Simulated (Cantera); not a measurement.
## Ignition delay

Mixture: 8.38 % CH4, 0.561 % CO, 19.1 % O2, 72.0 % N2, equivalence ratio 0.89, at 9.87 atm, adiabatic and at constant volume. Ignition delay is the time to a rise of 400 K.

Model: GRI-Mech 3.0 (53 species, 325 reactions), integrated in Cantera.

| T0 (K) | delay (ms) |
|---|---|
| 1250 | 2.50 |
| 1325 | 1.04 |
| 1400 | 0.463 |
| 1475 | 0.217 |
| 1550 | 0.107 |

apparent activation energy between 1400 and 1550 K: 180 kJ/mol
